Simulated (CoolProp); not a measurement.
Vapour-liquid equilibrium of carbon dioxide (1) + propane (2) at -21.05 °C; x and y are mole fractions of (1).

Model: multi-fluid Helmholtz-energy mixture model, Span 1996 and Lemmon 2009; pair parameters Kunz 2012, in CoolProp.

| x | bubble pressure, mixture model (kPa) | bubble pressure, Raoult's law (kPa) | y, mixture model | y, Raoult's law |
|---|---|---|---|---|
| 0.05 | 388.8 | 319.0 | 0.400 | 0.299 |
| 0.15 | 695.8 | 486.1 | 0.678 | 0.588 |
| 0.25 | 969.8 | 653.2 | 0.779 | 0.730 |
| 0.35 | 1189 | 820.3 | 0.829 | 0.813 |
| 0.45 | 1353 | 987.5 | 0.858 | 0.869 |
| 0.55 | 1474 | 1155 | 0.878 | 0.908 |
| 0.65 | 1572 | 1322 | 0.895 | 0.938 |
| 0.75 | 1662 | 1489 | 0.913 | 0.960 |
| 0.85 | 1756 | 1656 | 0.937 | 0.979 |
| 0.95 | 1857 | 1823 | 0.973 | 0.994 |

The largest gap from Raoult's law is +48.5 % in bubble pressure, at x = 0.25. No azeotrope shows between x = 0.05 and 0.95.

The pair parameters rest on a limited set of measurements; away from them the model extrapolates.
